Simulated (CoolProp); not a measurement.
Computed with CoolProp (reference Helmholtz-energy equation of state, Bücker 2006).

Q: Give the vapour pressure (MPa), liquid density (kg/m³), enthalpy of vaporisation (kJ/kg), surface tension (mN/m) of saturated n-butane at 268 K.

A: 
```tsv
T (K)	p (MPa)	liquid density (kg/m³)	enthalpy of vaporisation (kJ/kg)	surface tension (mN/m)
268	0.0846	606	390	15.4
```

Surface tension comes from a separate correlation (Mulero 2012).
